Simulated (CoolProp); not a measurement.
Vapour-liquid equilibrium of n-heptane (1) + o-xylene (2) at 136.05 °C; x and y are mole fractions of (1).

Values from CoolProp's multi-fluid Helmholtz-energy mixture model, Span 2003 and Zhou 2012; pair parameters Bell 2016.

| x | bubble pressure (MPa) | y at the bubble point | dew pressure at overall composition x (MPa) | liquid density (mol/L) |
|---|---|---|---|---|
| 0.05 | 0.09434 | 0.179 | 0.08424 | 7.235 |
| 0.125 | 0.1129 | 0.359 | 0.08984 | 7.105 |
| 0.2 | 0.1299 | 0.482 | 0.09619 | 6.977 |
| 0.275 | 0.1456 | 0.573 | 0.1034 | 6.852 |
| 0.35 | 0.1602 | 0.644 | 0.1118 | 6.729 |
| 0.425 | 0.1741 | 0.703 | 0.1214 | 6.608 |
| 0.5 | 0.1874 | 0.753 | 0.1327 | 6.490 |
| 0.575 | 0.2004 | 0.798 | 0.1459 | 6.373 |
| 0.65 | 0.2131 | 0.838 | 0.1615 | 6.259 |
| 0.725 | 0.2257 | 0.875 | 0.1798 | 6.147 |
| 0.8 | 0.2383 | 0.911 | 0.2011 | 6.036 |
| 0.875 | 0.2509 | 0.945 | 0.2256 | 5.928 |
| 0.95 | 0.2638 | 0.978 | 0.2529 | 5.822 |

No azeotrope shows between x = 0.05 and 0.95.

Pair parameters are fitted to limited data, so mixtures are less certain than the pure fluids.
